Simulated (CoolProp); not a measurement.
Saturation properties of chlorine (Tc = 416.9 K, pc = 76.42 bar, ω = 0.070).

Values from CoolProp's reference Helmholtz-energy equation of state, Thol 2021.

```
T (K)  p (bar)  liquid density (kg/m³)  vapour density (kg/m³)  liquid cp (kJ/(kg K))
-----  -------  ----------------------  ----------------------  ---------------------
259.4    2.284                    1507                   7.877                 0.9504
263.5    2.648                    1496                   9.040                 0.9533
267.5    3.045                    1484                   10.30                 0.9564
271.5    3.486                    1473                   11.68                 0.9599
275.6    3.986                    1461                   13.24                 0.9638
279.6    4.524                    1449                   14.91                 0.9680
283.6    5.115                    1437                   16.74                 0.9726
287.6    5.762                    1425                   18.73                 0.9776
```

It boils at 239.2 K under 1 atm.
